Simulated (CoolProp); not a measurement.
Vapour-liquid equilibrium of R125 (1) + R245fa (2) at 241.2 K; x and y are mole fractions of (1).

Model: multi-fluid Helmholtz-energy mixture model, Lemmon 2005 and Akasaka 2015; pair parameters Bell 2016, in CoolProp.

```json
[
 {"x": "0.05", "bubble pressure (MPa)": "0.02187", "y at the bubble point": "0.570", "dew pressure at overall composition x (MPa)": "0.01029", "liquid density (mol/L)": "11.12"},
 {"x": "0.2", "bubble pressure (MPa)": "0.05490", "y at the bubble point": "0.851", "dew pressure at overall composition x (MPa)": "0.01215", "liquid density (mol/L)": "11.31"},
 {"x": "0.35", "bubble pressure (MPa)": "0.08485", "y at the bubble point": "0.918", "dew pressure at overall composition x (MPa)": "0.01482", "liquid density (mol/L)": "11.49"},
 {"x": "0.5", "bubble pressure (MPa)": "0.1133", "y at the bubble point": "0.950", "dew pressure at overall composition x (MPa)": "0.01899", "liquid density (mol/L)": "11.67"},
 {"x": "0.65", "bubble pressure (MPa)": "0.1413", "y at the bubble point": "0.970", "dew pressure at overall composition x (MPa)": "0.02640", "liquid density (mol/L)": "11.83"},
 {"x": "0.8", "bubble pressure (MPa)": "0.1699", "y at the bubble point": "0.985", "dew pressure at overall composition x (MPa)": "0.04316", "liquid density (mol/L)": "11.97"},
 {"x": "0.95", "bubble pressure (MPa)": "0.1999", "y at the bubble point": "0.997", "dew pressure at overall composition x (MPa)": "0.1129", "liquid density (mol/L)": "12.08"}
]
```

No azeotrope shows between x = 0.05 and 0.95.

Pair parameters are fitted to limited data, so mixtures are less certain than the pure fluids.
